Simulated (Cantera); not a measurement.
Feed: 1 mol TiN, 22 mol Cl2, 1.5 mol H2, held at 13.3 mbar.

These are equilibrium values from Cantera (NASA tables, ideal gas, pure condensed phases), not measurements of a reactor. Candidate condensed phases: NH4Cl, Ti, TiCl2, TiCl3, TiCl4, TiN; 17 gas species. Equilibrium is a limit: real reactors are often held back by kinetics, nucleation or transport.

x: gas mole fraction; nothing condenses.

```tsv
T (K)	x Cl	x Cl2	x HCl	x TiCl4	x N2	x TiCl3	x H
773	3.80e-5	0.804	0.130	0.0435	0.0217	1.83e-12	<1e-12
923	…	0.804	0.130	0.0435	0.0217	…	<1e-12
1073	0.00831	0.797	0.130	0.0433	0.0216	2.85e-8	<1e-12
1223	0.0453	0.764	0.127	0.0425	0.0212	5.98e-7	1.64e-11
1373	0.162	0.659	0.120	0.0400	0.0200	6.48e-6	5.11e-10
1523	…	…	…	…	…	…	…
1673	0.659	0.210	0.0874	0.0289	0.0146	0.000263	1.01e-7
1823	0.813	0.0713	0.0773	0.0244	0.0129	0.00140	1.02e-6
```

Task: Some entries are withheld; supply them.

Result: 
- 923, x Cl: 0.000867
- 923, x TiCl3: 5.03e-10
- 1523, x Cl: 0.395
- 1523, x Cl2: 0.448
- 1523, x HCl: 0.105
- 1523, x TiCl4: 0.0349
- 1523, x N2: 0.0174
- 1523, x TiCl3: 4.58e-5
- 1523, x H: 8.53e-9
